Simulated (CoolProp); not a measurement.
Vapour-liquid equilibrium of nitrogen (1) + carbon monoxide (2) at 106.3 K; x and y are mole fractions of (1).

Values from CoolProp's multi-fluid Helmholtz-energy mixture model, Span 2000 and Lemmon 2006; pair parameters Gernert 2013.

Task: Give the bubble pressure and the first vapour's composition at x = 0.45, 0.75, 0.95. Is there an azeotrope?

Result: x = 0.45: 1.008 MPa, y = 0.515; x = 0.75: 1.106 MPa, y = 0.788; x = 0.95: 1.162 MPa, y = 0.958. No azeotrope shows between x = 0.05 and 0.95.

Pair parameters are fitted to limited data, so mixtures are less certain than the pure fluids.
